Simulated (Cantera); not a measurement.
An isothermal, constant-pressure homogeneous reactor starts with CH4 : O2 : N2 = 0.0064 : 0.0038 : 7.9 (molar parts), equivalence ratio 3.4, at 1225 K and 13.8 atm.

Computed with Cantera and GRI-Mech 3.0 (53 species, 325 reactions). The pressure lies above the range GRI-Mech 3.0 was tuned for (to about 10 atm).

One state of this run: x CH4 = 0.000772; x O2 = 0.000461; x C2H2 = 3.15e-7; x O = 4.50e-11; x C2H4 = 3.95e-6; x NO = <1e-12. x: mole fraction; the columns are a selection and need not sum to one.

**Question.** Which value of t (s) does it belong to?
A) 0.0200
B) 0.00431
C) 200
D) 2.00

**Answer.** D, 2.00
